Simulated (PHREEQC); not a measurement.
# Phosphoric acid bath: speciation

Solution (25 °C): 0.0054 mol/kgw H3PO4 and 0.00042 mol/kgw HNO3. Closed to the air; pH follows from the charge balance.

The numbers come from PHREEQC with the ion-association model, phreeqc.dat.

Precipitation was switched off in this run.

Question: Estimate the pH, ionic strength, specific conductance.

Answer: pH 2.43; ionic strength 0.00398 mol/kgw; specific conductance 1460 µS/cm.

Question: In which forms is P present?

Answer: H2PO4- 66 %, H3PO4 34 % of the P.
